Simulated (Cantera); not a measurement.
A closed system holds: 1 mol BCl₃, 17 mol N₂, held at 702 °C and 17.0 mbar.

Cantera equilibrium calculation (NASA polynomials, part measured and part estimated; ideal gas, pure solids and liquids). Candidate condensed phases: B, BN; 10 gas species. N₂ is the only nitrogen source here; it is nearly inert below about 1500 K, so the nitride shown seldom forms there in practice. The numbers say what is thermodynamically allowed, not how fast it happens.

Base state: N₂ 0.944, BCl₃ 0.0556 (mole fractions); condensed: gas only.

Q: What changes in the equilibrium state with this change: temperature from 702 °C to 1352 °C?

A: 
| species | before | after |
|---|---|---|
| N₂ | 0.944 | 0.943 |
| BCl₃ | 0.0556 | 0.0544 |
| Cl | 3.25e-7 | 0.00193 |
| BCl₂ | <1e-9 | 0.000583 |
| BCl | <1e-9 | 9.03e-5 |
| BN(s), mol | 0 | 0.00704 |
The tables' values for BCl₂, BCl are old estimates; treat these amounts as uncertain.
